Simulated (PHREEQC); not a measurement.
Solution (40 °C): 0.057 mol NaH2PO4, 0.024 mol Na2HPO4 and 0.0039 mol NaCl per kg of water. Closed to the air; pH follows from the charge balance.

The numbers come from PHREEQC with the ion-association model, wateq4f.dat.

**Question.** The ionic strength comes out as 0.130 mol/kgw. What activity coefficients do HPO4-2, Cl-, Na+, H2PO4-, NaHPO4- get?

**Answer.** HPO4-2 0.34, Cl- 0.74, Na+ 0.76, H2PO4- 0.77, NaHPO4- 0.77.

No solid was allowed to form. H3PO4, which wateq4f.dat lacks, is added to it with the constant of phreeqc.dat. Away from 25 °C the constants follow the database's enthalpies or fits; those with neither stay at their 25 °C values.
